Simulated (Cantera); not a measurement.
Feed: 1 mol PbO, 5.6 mol CO, 1.2 mol N₂, held at 552 °C.

These are equilibrium values from Cantera (NASA tables, ideal gas, pure condensed phases), not measurements of a reactor. Candidate condensed phases: C, Pb, PbO, PbO₂, Pb₃O₄; 27 gas species. Rates play no part.

Task: Which condensed phases are stable at each of these points (P (Pa)): 10, 52, 270, 1400, 7200, 37000, 190000, 1000000?

Result: 
```csv
P (Pa),condensed phases,Pb condensed (%)
10,Pb(l),99.0
52,Pb(l),99.8
270,Pb(l),100.0
1400,C(graphite) + Pb(l),100.0
7200,C(graphite) + Pb(l),100.0
37000,C(graphite) + Pb(l),100.0
190000,C(graphite) + Pb(l),100.0
1000000,C(graphite) + Pb(l),100.0
```

From 10.0 Pa to 2.70 mbar the condensed part is Pb(l). From 14.0 mbar to 10.0 bar the condensed part is C(graphite) + Pb(l).
